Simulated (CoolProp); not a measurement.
Properties of cyclopentane along the isobar 2670 kPa (Tc = 238.6 °C, pc = 4583 kPa, ω = 0.202).

Values from CoolProp's reference Helmholtz-energy equation of state, Gedanitz 2015.

| T (°C) | phase | Z | cv (kJ/(kg K)) | Joule-Thomson coefficient (K/MPa) | expansivity (1/kK) | fugacity coefficient |
|---|---|---|---|---|---|---|
| 82.05 | liquid | 0.09267 | 1.512 | -0.2969 | 1.613 | 0.1013 |
| 95.05 | liquid | 0.09135 | 1.569 | -0.2533 | 1.714 | 0.1378 |
| 107.95 | liquid | 0.09030 | 1.627 | -0.2049 | 1.831 | 0.1820 |
| 120.95 | liquid | 0.08951 | 1.685 | -0.1492 | 1.974 | 0.2351 |
| 133.95 | liquid | 0.08900 | 1.744 | -0.08320 | 2.150 | 0.2969 |
| 146.95 | liquid | 0.08881 | 1.803 | -0.001812 | 2.374 | 0.3675 |
| 159.95 | liquid | 0.08901 | 1.863 | 0.1042 | 2.675 | 0.4466 |
| 172.95 | liquid | 0.08971 | 1.923 | 0.2526 | 3.110 | 0.5336 |
| 185.95 | liquid | 0.09115 | 1.985 | 0.4846 | 3.816 | 0.6276 |
| 198.95 | liquid | 0.09389 | 2.051 | 0.9224 | 5.244 | 0.7272 |
| 211.95 | gas | 0.6810 | 2.061 | 14.08 | 7.334 | 0.7604 |
| 224.85 | gas | 0.7215 | 2.103 | 11.77 | 5.825 | 0.7811 |
| 237.85 | gas | 0.7536 | 2.148 | 10.12 | 4.905 | 0.7994 |
| 250.85 | gas | 0.7799 | 2.194 | 8.872 | 4.279 | 0.8158 |
| 263.85 | gas | 0.8021 | 2.240 | 7.887 | 3.822 | 0.8304 |
| 276.85 | gas | 0.8211 | 2.286 | 7.085 | 3.470 | 0.8436 |
